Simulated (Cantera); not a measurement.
Input: 1 mol Si, 0.19 mol H2O, 730 mol N2, held at 2173 K and 12.8 Torr.

These are equilibrium values from Cantera (NASA tables, ideal gas, pure condensed phases), not measurements of a reactor. Candidate condensed phases: H2O, Si, SiO2, Si2N2O, Si3N4; 35 gas species. The tables' values for SiN are old estimates; treat these amounts as uncertain. Equilibrium is a limit: real reactors are often held back by kinetics, nucleation or transport.

Base state: N2 0.998, Si 0.00108, H 0.000345, SiO 0.000260, H2 8.69e-5, SiN 2.50e-5 (mole fractions); condensed: gas only.

### Question
What changes in the equilibrium state with this change: Si replaced by SiC?

### Answer
```
species             before     after
----------------  --------  --------
N2                   0.998     0.998
Si                 0.00108   0.00115
CO                       0  0.000257
SiO               0.000260   2.42e-6
HCN                      0  0.000179
SiC2                     0   9.93e-5
Si2C                     0   4.27e-5
CN                       0   3.45e-5
HNC                      0   1.36e-5
C(graphite), mol         0     0.457
```
Further candidate phases: C, C6H6, C7H8, C8H18, SiC.

### Question
What changes in the equilibrium state with this change: N2 from 730 to 97 mol?

### Answer
| species | before | after |
|---|---|---|
| N2 | 0.998 | 0.987 |
| Si | 0.00108 | 0.00774 |
| SiO | 0.000260 | 0.00193 |
| Si2 | 1.06e-6 | 5.46e-5 |
| Si2N | 1.82e-6 | 9.38e-5 |
| SiH | 6.11e-7 | 1.68e-5 |
| H2 | 8.69e-5 | 0.00127 |
